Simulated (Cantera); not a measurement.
Input: 1 mol trisilylamine, 0.81 mol NH3, equilibrated at 825 K and 750 Torr.

Cantera equilibrium calculation (NASA polynomials, part measured and part estimated; ideal gas, pure solids and liquids). Candidate condensed phases: Si, Si3N4; 18 gas species. The feed counts by its element totals alone. Equilibrium is a limit: real reactors are often held back by kinetics, nucleation or transport.

Base state: H2 1.00 (mole fractions); condensed: Si(s) + Si3N4(s).

Task: What changes in the equilibrium state with this change: 0.19 mol HCl added?

Result: 
```
species        before     after
-------------  ------  --------
H2               1.00     0.990
SiHCl3              0   0.00521
SiCl4               0   0.00368
HCl                 0  0.000865
SiH2Cl2             0  0.000621
SiH3Cl              0   1.74e-5
Si(s), mol       1.64      1.59
Si3N4(s), mol   0.453     0.453
```
Further candidate phases: NH4Cl.
